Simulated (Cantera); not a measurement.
A closed system holds: 1 mol MgF2, a varied amount of O2, 68 mol H2, at 0.820 bar.

Equilibrium computed with Cantera from the NASA thermochemical tables; the gas is ideal and each condensed phase is pure. Candidate condensed phases: H2O, Mg, MgF2, MgO, Mg(OH)2; 31 gas species. Mutual solubility and eutectic melting of coexisting phases are not modelled. The numbers say what is thermodynamically allowed, not how fast it happens.

Stable condensed phases, one row left out:

```
T in °C \ n(O2) in mol
         1.1 1.3 1.5 1.8 2.1 2.5 2.9 3.4   4 4.7 5.5
   1225    A   A   A   A   A   A   A   A   A   A   A
   1175    B   A   A   A   A   A   A   A   A   A   A
   1125    B   B   B   A   A   A   A   A   A   A   A
   1075    B   B   B   B   B   B   A   A   A   A   A
    975    B   B   B   B   B   B   B   B   B   B   B
    925    B   B   B   B   B   B   B   B   B   B   B
    875    B   B   B   B   B   B   B   B   B   B   B
    825    B   B   B   B   B   B   B   B   B   B   B
    775    B   B   B   B   B   B   B   B   B   B   B
    725    B   B   B   B   B   B   B   B   B   B   B
    675    B   B   B   B   B   B   B   B   B   B   B
    625    B   B   B   B   B   B   B   B   B   B   B
```

A: MgO; B: MgF2 + MgO.

Give the row for 1025 °C.

1.1: MgF2 + MgO; 1.3: MgF2 + MgO; 1.5: MgF2 + MgO; 1.8: MgF2 + MgO; 2.1: MgF2 + MgO; 2.5: MgF2 + MgO; 2.9: MgF2 + MgO; 3.4: MgF2 + MgO; 4: MgF2 + MgO; 4.7: MgF2 + MgO; 5.5: MgO.
